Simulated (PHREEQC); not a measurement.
A PHREEQC input (ion-association model, phreeqc.dat):

```
SOLUTION 1
  temp 48
  units mg/L
  pH 5.94
  pe 11.7
  Na 1.46
  K 0.00256
  Ca 5.4
  Mg 0.113
  Cl 3.92
  S(6) 1.34 as SO4
  Alkalinity 11.7
  Li 0.0046
  Sr 0.101
END
USE solution 1
EQUILIBRIUM_PHASES 1
  Quartz 0 0.5
  Gypsum 0 0
  CO2(g) -3.4 10
END
```

The run finishes without an error or a warning.

Its last state differs from that of the intended input:

```json
[
 {"quantity": "pH", "as run": "7.72", "intended": "7.64"},
 {"quantity": "ionic strength (mol/kgw)", "as run": "0.000511", "intended": "0.000490"},
 {"quantity": "HCO3- (mol/kgw)", "as run": "0.000225", "intended": "0.000185"},
 {"quantity": "H3SiO4- (mol/kgw)", "as run": "3.45e-6", "intended": "2.83e-6"},
 {"quantity": "CO3-2 (mol/kgw)", "as run": "8.44e-7", "intended": "5.69e-7"},
 {"quantity": "CaHCO3+ (mol/kgw)", "as run": "4.31e-7", "intended": "3.55e-7"}
]
```

Task: One thing in the input isn't as intended. What explains the difference?

Result: Several could match; the one computed here: The fault: 'as HCO3' left off the alkalinity, which is then read as CaCO3.
